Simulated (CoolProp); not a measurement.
A Linde-Hampson liquefier for dry air: isothermal reversible compression at 230 K from 1 atm to 20 MPa, throttling to 1 atm, return gas leaving the recuperator 5 K below the feed. Each further row changes one setting.

Computed with CoolProp (reference Helmholtz-energy equation of state, Lemmon 2000). It is a pseudo-pure fit of the blend.

```
case                        liquid yield per pass  compression work (kJ/kg of gas)
--------------------------  ---------------------  -------------------------------
as stated                                   0.162                              337
high pressure 40 MPa                            …                                …
warm-end temperature 260 K                      …                              388
warm-end gap 10 K                           0.150                              337
```

Q: Some entries are withheld; supply them.

A: 
- high pressure 40 MPa, liquid yield per pass: 0.198
- high pressure 40 MPa, compression work (kJ/kg of gas): 384
- warm-end temperature 260 K, liquid yield per pass: 0.112
